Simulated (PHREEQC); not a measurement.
A made-up water analysis in mg/L, 15 °C, pH 7.17, pe 12.5: Na 8170; K 314; Ca 2270; Mg 1220; Cl 18300; S(6) as SO4 2420; Alkalinity as HCO3 79.6; Sr 35.5; Cu(2) 56.9; Cd 456; Ba 2.75; O(0) (dissolved oxygen) 8.32.

Valence states are taken as typed.

All values are PHREEQC results (ion-association model, wateq4f.dat), not measurements.

This is a speciation only: nothing precipitates in the calculation.

Q: Order these Mg species by the share of Mg that they hold, largest first: MgHCO3+, Mg+2, MgSO4.

A: Mg+2 (91 %), MgSO4 (9.3 %), MgHCO3+ (0.12 %)

The pH is 7.17 and the ionic strength 0.681 mol/kgw. The solution is supersaturated, for example in Atacamite, Malachite, so a real one may precipitate; this is no full list. Species that the database lacks are ignored. The database's constant for dissolved Cu(OH)2 is higher than later reviews accept.
